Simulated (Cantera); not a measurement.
Feed: 1 mol acetone, 0.044 mol CO2, at 225 Torr.

Cantera equilibrium calculation (NASA polynomials, part measured and part estimated; ideal gas, pure solids and liquids). Candidate condensed phases: C, C6H6, C7H8, C8H18, H2O; 131 gas species. Ions and electrons are included (thermal ionisation). The feed counts by its element totals alone. The numbers say what is thermodynamically allowed, not how fast it happens.

x: gas mole fraction; n: condensed amount in mol.

| T (°C) | x H2 | x H | x CO | x C | x C3 | x C2H2 (acetylene) | x C2H | x C2 | n C(graphite) |
|---|---|---|---|---|---|---|---|---|---|
| 1727 | 0.731 | 0.00254 | 0.266 | 1.01e-10 | 9.24e-11 | 0.000562 | 3.65e-8 | 7.81e-12 | 1.95 |
| 2227 | 0.693 | ___ | 0.261 | ___ | ___ | ___ | ___ | ___ | 1.89 |
| 2727 | 0.518 | 0.207 | 0.238 | 0.000169 | 0.00104 | 0.0322 | 0.00222 | 0.000106 | 1.61 |
| 3227 | ___ | ___ | ___ | ___ | ___ | 0.0302 | ___ | ___ | 0 |
| 3727 | 0.0531 | 0.671 | 0.144 | 0.0520 | 0.0442 | 0.00180 | 0.0111 | 0.0217 | 0 |
| 4227 | 0.0115 | 0.678 | 0.128 | 0.146 | 0.0111 | 5.62e-5 | 0.00224 | 0.0221 | 0 |
| 4727 | 0.00321 | 0.665 | 0.122 | 0.200 | 0.000781 | 1.19e-6 | 0.000216 | 0.00801 | 0 |

Q: Some entries are withheld; supply them.

A: 
- 2227, x H: 0.0382
- 2227, x C: 5.55e-7
- 2227, x C3: 1.66e-6
- 2227, x C2H2 (acetylene): 0.00750
- 2227, x C2H: 2.97e-5
- 2227, x C2: 1.53e-7
- 3227, x H2: 0.204
- 3227, x H: 0.487
- 3227, x CO: 0.178
- 3227, x C: 0.00822
- 3227, x C3: 0.0558
- 3227, x C2H: 0.0227
- 3227, x C2: 0.00752
